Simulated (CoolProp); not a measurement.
Vapour-liquid equilibrium of cyclohexane (1) + n-nonane (2) at 124.55 °C; x and y are mole fractions of (1).

Values from CoolProp's multi-fluid Helmholtz-energy mixture model, Zhou 2014 and Lemmon 2006; pair parameters Bell 2016.

Problem. Give the bubble pressure and the first vapour's composition at x = 0.35, 0.8, 0.95. Is there an azeotrope?

Solution. x = 0.35: 0.1371 MPa, y = 0.756; x = 0.8: 0.2606 MPa, y = 0.959; x = 0.95: 0.3055 MPa, y = 0.991. No azeotrope shows between x = 0.05 and 0.95.

Pair parameters are fitted to limited data, so mixtures are less certain than the pure fluids.
